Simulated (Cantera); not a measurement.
What does this Cantera script print?

```python
import numpy as np
import cantera as ct

gas_names = """
    NO2 VO2 N
""".split()
cond_names = """
    VN(s)
""".split()


# ... load() reads the species with a 1 bar reference pressure and builds the phases ...
species = {s.name: s for s in load("nasa_gas.yaml", gas_names) + load("nasa_condensed.yaml", cond_names)}
# Each term lists the table entries of one substance; the one whose range holds T is used.
reactions = {
    'NO2(g) + VN = VO2(g) + 2 N(g)':
        [(-1, ['NO2']), (-1, ['VN(s)']), (1, ['VO2']), (2, ['N'])],
}


def pick(names, T):
    return next(species[n] for n in names if species[n].thermo.min_temp <= T <= species[n].thermo.max_temp)


results = []
for label, terms in reactions.items():
    print(label)
    print("     T/K   dH/kJ  dS/(J/K)   dG/kJ   log10 K")
    for T in [300, 1123, 1273, 1423, 1573, 1723, 1873, 2023, 2173]:
        used = [(nu, pick(names, T)) for nu, names in terms]
        dH = sum(nu * s.thermo.h(T) for nu, s in used) / 1e6
        dS = sum(nu * s.thermo.s(T) for nu, s in used) / 1e3
        dG = dH - T * dS / 1e3
        logK = -dG * 1e6 / (ct.gas_constant * T * np.log(10))
        results.append((label, T, dH, dS, dG, logK, [s.name for _, s in used]))
        print(f"{T:8g} {dH:8.1f} {dS:8.1f} {dG:8.1f} {logK:8.2f}")
```

It prints:

```
NO2(g) + VN = VO2(g) + 2 N(g)
     T/K   dH/kJ  dS/(J/K)   dG/kJ   log10 K
     300    895.7    294.5    807.4  -140.57
    1123    893.5    293.9    563.4   -26.20
    1273    891.6    292.4    519.4   -21.31
    1423    889.4    290.8    475.7   -17.46
    1573    886.9    289.1    432.2   -14.35
    1723    884.1    287.4    388.9   -11.79
    1873    881.0    285.7    346.0    -9.65
    2023    877.7    284.0    303.2    -7.83
    2173    874.0    282.2    260.8    -6.27
```

Standard-state values (1 bar) from the NASA 1993 polynomials, evaluated with Cantera. VN: taken at fixed stoichiometry. Condensed species are held in their standard states even where they would react or evaporate.
